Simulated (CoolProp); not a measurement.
Saturated liquid density (kg/m³) of R1336mzz(Z): the reference equation beside estimates from Tc = 171.3 °C, pc = 2.904 MPa, ω = 0.386. Rackett uses Z = 0.29056 − 0.08775 ω.

Computed with CoolProp (reference Helmholtz-energy equation of state, McLinden 2020).

| T (°C) | reference | Rackett | Redlich-Kwong | Soave-Redlich-Kwong |
|---|---|---|---|---|
| -27.95 | 1495 | 1481 | 1213 | 1264 |
| -23.05 | 1483 | 1469 | 1203 | 1256 |
| -18.15 | 1472 | 1458 | 1194 | 1248 |
| -13.25 | 1460 | 1446 | 1184 | 1239 |
| -8.35 | 1448 | 1435 | 1174 | 1231 |
| -3.45 | 1436 | 1423 | 1163 | 1222 |
| 1.45 | 1424 | 1411 | 1153 | 1212 |
| 6.35 | 1412 | 1399 | 1142 | 1203 |
| 11.25 | 1400 | 1387 | 1131 | 1193 |
| 16.15 | 1387 | 1374 | 1120 | 1183 |

Absolute difference from the reference over all 10 rows, mean and median: Rackett 0.9 and 0.9 %, Redlich-Kwong 19.0 and 19.0 %, Soave-Redlich-Kwong 15.0 and 14.9 %.
